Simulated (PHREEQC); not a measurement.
A solution holds 0.27 mol/kgw HF and 0.011 mol/kgw Na2SO4, at 25 °C. Closed to the air; pH follows from the charge balance.

Computed with PHREEQC (ion-association model, wateq4f.dat).

Each row changes one thing in this solution. No solid was allowed to form.

```json
[
 {"case": "as made", "pH": "1.97", "ionic strength (mol/kgw)": "0.0407", "HF (mol/kgw)": "0.142", "H2F2 (mol/kgw)": "0.0529", "F- (mol/kgw)": "0.0107", "SO4-2 (mol/kgw)": "0.00658", "SI of Mirabilite (Na2SO4:10H2O)": "-4.89"},
 {"case": "0.062 mol/kgw HBr added", "pH": "1.31", "ionic strength (mol/kgw)": "0.0836", "HF (mol/kgw)": "0.148", "H2F2 (mol/kgw)": "0.0582", "F- (mol/kgw)": "0.00266", "SO4-2 (mol/kgw)": "0.00322", "SI of Mirabilite (Na2SO4:10H2O)": "-5.33"},
 {"case": "HF from 0.27 to 0.135 mol/kgw", "pH": "2.12", "ionic strength (mol/kgw)": "0.0376", "HF (mol/kgw)": "0.0835", "H2F2 (mol/kgw)": "0.0183", "F- (mol/kgw)": "0.00897", "SO4-2 (mol/kgw)": "0.00738", "SI of Mirabilite (Na2SO4:10H2O)": "-4.82"},
 {"case": "0.0054 mol/kgw CsOH added", "pH": "2.04", "ionic strength (mol/kgw)": "0.0446", "HF (mol/kgw)": "0.140", "H2F2 (mol/kgw)": "0.0517", "F- (mol/kgw)": "0.0126", "SO4-2 (mol/kgw)": "0.00704", "SI of Mirabilite (Na2SO4:10H2O)": "-4.87"},
 {"case": "diluted 2-fold with water", "pH": "2.10", "ionic strength (mol/kgw)": "0.0235", "HF (mol/kgw)": "0.0842", "H2F2 (mol/kgw)": "0.0186", "F- (mol/kgw)": "0.00820", "SO4-2 (mol/kgw)": "0.00358", "SI of Mirabilite (Na2SO4:10H2O)": "-5.65"},
 {"case": "temperature from 25 to 70 °C", "pH": "2.08", "ionic strength (mol/kgw)": "0.0358", "HF (mol/kgw)": "0.207", "H2F2 (mol/kgw)": "0.0196", "F- (mol/kgw)": "0.00841", "SO4-2 (mol/kgw)": "0.00436", "SI of Mirabilite (Na2SO4:10H2O)": "-6.91"}
]
```

wateq4f.dat counts part of the HF as a dimer, H2F2, which phreeqc.dat doesn't know; its constant is uncertain. Away from 25 °C the constants follow the database's enthalpies or fits; those with neither stay at their 25 °C values.
